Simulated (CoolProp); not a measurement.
Vapour-liquid equilibrium of R125 (1) + propylene (2) at 0.693 MPa; x and y are mole fractions of (1).

Computed with CoolProp (multi-fluid Helmholtz-energy mixture model, Lemmon 2005 and Lemmon 2013; pair parameters Bell 2016).

Give the bubble temperature and the first vapour's composition at x = 0.2, 0.35, 0.8. Is there an azeotrope?

x = 0.2: 271.3 K, y = 0.316; x = 0.35: 269.2 K, y = 0.434; x = 0.8: 269.7 K, y = 0.732. y crosses x between x = 0.5 and 0.65: the model has an azeotrope there.

Pair parameters are fitted to limited data, so mixtures are less certain than the pure fluids.
